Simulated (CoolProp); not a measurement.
The numbers come from the reference Helmholtz-energy equation of state, Lemmon 2006 in CoolProp. It is a short technical equation, of lower accuracy than the large ones.

### Question
For n-decane, give the phase and the density (kg/m³), cv (kJ/(kg K)), Joule-Thomson coefficient (K/MPa), expansivity (1/kK) at 140.25 °C and 5410 kPa.

### Answer
- 140.25 °C and 5410 kPa: liquid; density 643, cv 2.24, Joule-Thomson coefficient -0.288, expansivity 1.23
